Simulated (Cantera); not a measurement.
An isothermal, constant-pressure homogeneous reactor starts with 3.00 % CH₄, 96.7 % H₂, 0.309 % CO₂, at 1975 K and 97.5 Torr.

Computed with Cantera and GRI-Mech 3.0 (53 species, 325 reactions). GRI-Mech 3.0 stops at C3 and has no aromatics, soot or wall deposition, so with more carbon than oxygen in the feed, carbon stays in small species such as C2H2 where larger ones or solid carbon would form.

One state of this run: x CH₄ = 0.0112; x H₂ = 0.970; x CO₂ = 8.56e-6; x CH₂ = 3.19e-6; x CO = 0.00310; x O = 2.44e-9. x: mole fraction; the columns are a selection and need not sum to one.

**Question.** Which value of t (s) does it belong to?
A) 0.0110
B) 1.00e-5
C) 0.00272
D) 0.000165

**Answer.** A, 0.0110
